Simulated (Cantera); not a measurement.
# Thermodynamics of oxide etching and cleaning by halides, feed CaO + F2 + H2

Feed: 1 mol CaO, 17 mol F2, 2.7 mol H2, at 0.160 bar.

Cantera equilibrium calculation (NASA polynomials, part measured and part estimated; ideal gas, pure solids and liquids). Candidate condensed phases: Ca, CaF2, CaO, Ca(OH)2, H2O; 29 gas species. Equilibrium is a limit: real reactors are often held back by kinetics, nucleation or transport.

```tsv
T (K)	log p F	log p HF	log p F2	log p O2	log p CaF2	log p O	n CaF2(s)	n CaF2(l)
1250	-0.98	-1.52	-1.67	-2.55	-8.51	-8.44	1.000	0
1325	-0.93	-1.55	-1.96	-2.58	-7.53	-7.85	1.000	0
1400	-0.90	-1.56	-2.27	-2.59	-6.66	-7.32	1.000	0
1475	-0.89	-1.57	-2.56	-2.60	-5.90	-6.84	1.000	0
1550	-0.89	-1.57	-2.84	-2.61	-5.22	-6.41	0.999	0
1625	-0.89	-1.57	-3.09	-2.61	-4.61	-6.01	0.995	0
1700	-0.88	-1.57	-3.33	-2.61	-4.06	-5.65	0	0.982
1775	-0.88	-1.58	-3.54	-2.61	-3.60	-5.32	0	0.949
1850	-0.89	-1.58	-3.75	-2.61	-3.19	-5.02	0	0.867
```
log p: log10 of the partial pressure in bar; n: condensed amount in mol.

From 1250 K to 1625 K the condensed part is CaF2(s). From 1700 K to 1850 K the condensed part is CaF2(l). The main Ca-bearing gas is CaF2 throughout.
